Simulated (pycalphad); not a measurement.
## Effect of Si content in Ti-Si

All values are pycalphad results on the COST 507 light-alloy database (1999) (1 atm), not direct measurements. The data set is of 1999 and partly superseded. Phase fractions are per mole of atoms. Kinetics are ignored, which matters at the lower temperatures.

```csv
alloy,liquidus (K),first solid,solidus (K),phases at 800 K
Ti-0.15Si (at.%),1938,bcc,1921,hcp 1.00
Ti-0.46Si (at.%),1932,bcc,1878,"hcp 1.00, SITI3 under 0.01"
Ti-0.62Si (at.%),1930,bcc,1857,"hcp 0.99, SITI3 0.01"
Ti-0.93Si (at.%),1924,bcc,1819,"hcp 0.98, SITI3 0.02"
Ti-1.86Si (at.%),1908,bcc,1736,"hcp 0.94, SITI3 0.06"
```

Database names, with the compositions (at.%) that they take in these runs: SITI3: Ti 75 Si 25.
